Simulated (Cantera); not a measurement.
A closed system holds: 1 mol SiH₄, 22 mol N₂, 0.43 mol NH₃, at 13.3 mbar.

Equilibrium computed with Cantera from the NASA thermochemical tables; the gas is ideal and each condensed phase is pure. Candidate condensed phases: Si, Si₃N₄; 18 gas species. The tables' values for SiN are old estimates; treat these amounts as uncertain. Gases not in the tables: Si₂H₆ and higher silanes. The numbers say what is thermodynamically allowed, not how fast it happens.

log p: log10 of the partial pressure in bar; n: condensed amount in mol.

```tsv
T (K)	log p N₂	log p H₂	log p Si	log p H	n Si₃N₄(s)	n Si(l)
1198	-1.93	-2.84	<-13	-8.14	0.333	0
1298	-1.93	-2.84	-13.32	-7.39	0.333	0
1398	-1.93	-2.84	-11.33	-6.74	0.333	0
1498	-1.93	-2.84	(withheld)	(withheld)	0.333	0
1598	-1.93	-2.84	-8.10	-5.69	0.333	0
1698	-1.93	-2.84	-6.78	-5.26	0.333	0
1798	-1.93	-2.84	-5.61	-4.87	0.331	0
1898	-1.92	-2.85	(withheld)	(withheld)	0	0.972
1998	-1.93	-2.86	-4.37	-4.22	0	0.908
2098	-1.93	-2.87	-3.88	-3.95	0	0.720
```

### Question
Fill in the missing entries.

### Answer

- 1498, log p Si: -9.61
- 1498, log p H: -6.18
- 1898, log p Si: -4.91
- 1898, log p H: -4.53
